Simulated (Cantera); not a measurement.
A closed system holds: 1 mol Al2O3, 6.2 mol Cl2, 13 mol H2, equilibrated at 575 °C and 293 Torr.

Method: chemical equilibrium by Gibbs-energy minimisation in Cantera with the NASA 1993 tables (ideal gas, pure condensed phases). Candidate condensed phases: Al, AlCl3, Al2O3, H2O; 29 gas species. Condensed phases not in the tables: AlOCl. Rates play no part.

Base state: HCl 0.646, H2 0.354, H2O 6.42e-5, AlCl3 4.28e-5 (mole fractions); condensed: Al2O3(s).

Task: What changes in the equilibrium state with this change: Al2O3 replaced by CaO?

Result: 
| species | before | after |
|---|---|---|
| HCl | 0.646 | 0.571 |
| H2 | 0.354 | 0.374 |
| H2O | 6.42e-5 | 0.0549 |
| AlCl3 | 4.28e-5 | 0 |
| Al2O3(s), mol | 1.000 | 0 |
| CaCl2(s), mol | 0 | 1.00 |
Condensed phases not in the tables: oxide chlorides. Further candidate phases: Ca, CaCl2, CaO, Ca(OH)2.
